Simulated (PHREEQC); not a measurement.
Make-up at 45 °C: 87 mmol/kgw MnSO4, 0.52 mmol/kgw MgSO4, 0.24 mmol/kgw HCl and 3.5 mmol/kgw Na2SO4. Closed to the air; pH follows from the charge balance.

All values are PHREEQC results (ion-association model, phreeqc.dat), not measurements.

```tsv
quantity	before	after
pH	4.22	3.80
ionic strength (mol/kgw)	0.179	0.0118
SO4-2 (mol/kgw)	0.0454	0.00367
NaSO4- (mol/kgw)	0.000487	9.12e-5
MgSO4 (mol/kgw)	0.000323	0.000190
Mg+2 (mol/kgw)	0.000197	0.000330
SI of Halite (NaCl)	-7.69	-7.47
```

Question: Name the change that produced these shifts.
A. MgSO4 from 0.00052 to 0.00026 mol/kgw
B. 0.012 mol/kgw KBr added
C. MnSO4 left out
D. temperature from 45 to 20 °C

Answer: C, MnSO4 left out

This is a speciation only: nothing precipitates in the calculation. Constants without temperature data keep their 25 °C values here.
